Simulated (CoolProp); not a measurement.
Vapour-liquid equilibrium of C2F6 (R116) (1) + R134a (2) at -29.65 °C; x and y are mole fractions of (1).

Computed with CoolProp (multi-fluid Helmholtz-energy mixture model, Lemmon 2006 and Tillner-Roth 1994; pair parameters Bell 2016).

| x | bubble pressure (kPa) | y at the bubble point | dew pressure at overall composition x (kPa) | liquid density (mol/L) |
|---|---|---|---|---|
| 0.05 | 206.1 | 0.586 | 90.34 | 13.38 |
| 0.125 | ? | 0.757 | 98.12 | ? |
| 0.2 | 442.3 | 0.815 | 107.3 | 12.74 |
| 0.275 | 508.6 | 0.843 | 118.4 | 12.42 |
| 0.35 | 553.2 | ? | 132.0 | ? |
| 0.425 | 584.2 | 0.870 | ? | 11.80 |
| 0.5 | 607.5 | 0.879 | 171.2 | 11.49 |
| 0.575 | 627.6 | 0.887 | 200.9 | 11.20 |
| 0.65 | 647.6 | 0.896 | 242.9 | ? |
| 0.725 | 669.4 | 0.907 | 306.4 | 10.65 |
| 0.8 | 694.0 | 0.922 | 412.4 | 10.39 |
| 0.875 | 721.7 | 0.943 | 597.1 | ? |
| 0.95 | 751.5 | 0.973 | 729.3 | 9.961 |

### Question
Some entries are withheld; supply them.

### Answer

- 0.125, bubble pressure (kPa): 344.9
- 0.125, liquid density (mol/L): 13.06
- 0.35, y at the bubble point: 0.860
- 0.35, liquid density (mol/L): 12.11
- 0.425, dew pressure at overall composition x (kPa): 149.1
- 0.65, liquid density (mol/L): 10.92
- 0.875, liquid density (mol/L): 10.16

No azeotrope shows between x = 0.05 and 0.95.

Pair parameters are fitted to limited data, so mixtures are less certain than the pure fluids. With so large a gap from Raoult's law the liquid may split in two, which this calculation doesn't test in full.
